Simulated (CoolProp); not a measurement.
Values from CoolProp's reference Helmholtz-energy equation of state, Lemmon 2005.

Task: Give the vapour pressure (kPa), liquid density (kg/m³), vapour density (kg/m³), surface tension (mN/m) of saturated R125 at 197.8, 221.5, 235 K.

Result: 
```json
[
 {"T (K)": "197.8", "p (kPa)": "21.3", "liquid density (kg/m³)": "1610", "vapour density (kg/m³)": "1.58", "surface tension (mN/m)": "17.8"},
 {"T (K)": "221.5", "p (kPa)": "84.8", "liquid density (kg/m³)": "1530", "vapour density (kg/m³)": "5.74", "surface tension (mN/m)": "14.2"},
 {"T (K)": "235", "p (kPa)": "161", "liquid density (kg/m³)": "1480", "vapour density (kg/m³)": "10.5", "surface tension (mN/m)": "12.2"}
]
```

Surface tension comes from a separate correlation (Mulero 2012).
